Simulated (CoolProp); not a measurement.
Normal hydrogen along the isobar 32.6 bar: fugacity coefficient from the reference equation and from simpler models built on Tc = -240.0 °C, pc = 12.96 bar, ω = -0.219; each cubic takes its own stable root.

Model: reference Helmholtz-energy equation of state, Leachman 2009, in CoolProp.

```csv
T (°C),phase,reference,van der Waals,Peng-Robinson
-252.55,liquid,0.05051,0.07108,0.04629
-246.95,liquid,0.1526,0.1910,0.1455
-241.45,liquid,0.3062,0.3476,0.2892
-235.95,supercritical,0.4841,0.5105,0.4466
-230.35,supercritical,0.6418,0.6508,0.5834
-224.85,supercritical,0.7465,0.7487,0.6802
-219.35,supercritical,0.8171,0.8161,0.7495
-213.85,supercritical,0.8667,0.8641,0.8006
-208.25,supercritical,0.9032,0.8997,0.8399
-202.75,supercritical,0.9297,0.9259,0.8697
-197.25,supercritical,0.9498,0.9459,0.8931
-191.65,supercritical,0.9654,0.9616,0.9120
```
